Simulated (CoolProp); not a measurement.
m-xylene along the isobar 0.101 MPa: fugacity coefficient from the reference equation and from simpler models built on Tc = 616.9 K, pc = 3.535 MPa, ω = 0.326; each cubic takes its own stable root.

The numbers come from the reference Helmholtz-energy equation of state, Zhou 2012 in CoolProp.

```tsv
T (K)	phase	reference
285	liquid	0.004978
310.2	liquid	0.02156
335.4	liquid	0.07196
360.6	liquid	0.1962
385.8	liquid	0.4559
411	liquid	0.9318
436.2	gas	0.9664
461.4	gas	0.9725
486.6	gas	0.9772
511.8	gas	0.9808
537.1	gas	0.9836
562.3	gas	0.9859
587.5	gas	0.9878
612.7	gas	0.9894
```

### Question
How far does each simpler model (van der Waals, Redlich-Kwong, Soave-Redlich-Kwong) lie from the reference over these 14 states: mean and median of the absolute difference, and the worst?

### Answer
- van der Waals: mean 1211.5 %, median 1.3 %, worst +10850.2 % at 285 K and 0.101 MPa
- Redlich-Kwong: mean 86.1 %, median 0.7 %, worst +396.4 % at 285 K and 0.101 MPa
- Soave-Redlich-Kwong: mean 1.6 %, median 0.2 %, worst -7.4 % at 285 K and 0.101 MPa

At some of these states van der Waals, Redlich-Kwong gives the other phase, because its saturation line lies elsewhere.
